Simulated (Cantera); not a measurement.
**Hydrocarbon pyrolysis for carbon deposition**

A perfectly stirred reactor is fed with C3H8 : H2 = 1 : 26 (molar parts), at 0.165 Torr; it is held at 1650 K, and followed from long to short residence time.

Cantera simulation using GRI-Mech 3.0 (53 species, 325 reactions); the numbers are that mechanism's predictions, not measurements. GRI-Mech 3.0 was tuned for natural gas; its chemistry of propane as a main component is partial and can be far from experiment. GRI-Mech 3.0 stops at C3 and has no aromatics, soot or wall deposition, so with more carbon than oxygen in the feed, carbon stays in small species such as C2H2 where larger ones or solid carbon would form. Radical loss at walls, strong at low pressure, is not modelled.

```json
[
 {"τ (s)": "14", "x C3H8": "1.31e-5", "x H2": "0.935", "x H": "0.00304", "x CH4": "0.0204", "x C2H": "5.64e-7", "x C2H2": "0.0398"},
 {"τ (s)": "5.0", "x C3H8": "3.51e-5", "x H2": "0.931", "x H": "0.00331", "x CH4": "0.0272", "x C2H": "5.58e-7", "x C2H2": "0.0360"},
 {"τ (s)": "1.8", "x C3H8": "9.18e-5", "x H2": "0.926", "x H": "0.00364", "x CH4": "0.0336", "x C2H": "5.47e-7", "x C2H2": "0.0319"},
 {"τ (s)": "0.67", "x C3H8": "0.000232", "x H2": "0.923", "x H": "0.00398", "x CH4": "0.0382", "x C2H": "5.21e-7", "x C2H2": "0.0277"},
 {"τ (s)": "0.24", "x C3H8": "0.000609", "x H2": "0.921", "x H": "0.00433", "x CH4": "0.0405", "x C2H": "4.61e-7", "x C2H2": "0.0225"},
 {"τ (s)": "0.089", "x C3H8": "0.00153", "x H2": "0.921", "x H": "0.00464", "x CH4": "0.0399", "x C2H": "3.50e-7", "x C2H2": "0.0159"},
 {"τ (s)": "0.032", "x C3H8": "0.00395", "x H2": "0.922", "x H": "0.00471", "x CH4": "0.0357", "x C2H": "1.87e-7", "x C2H2": "0.00842"},
 {"τ (s)": "0.012", "x C3H8": "0.00981", "x H2": "0.929", "x H": "0.00398", "x CH4": "0.0260", "x C2H": "5.00e-8", "x C2H2": "0.00269"},
 {"τ (s)": "0.0043", "x C3H8": "0.0218", "x H2": "0.944", "x H": "0.00228", "x CH4": "0.0106", "x C2H": "3.07e-9", "x C2H2": "0.000293"}
]
```
x: mole fraction; the columns are a selection and need not sum to one.
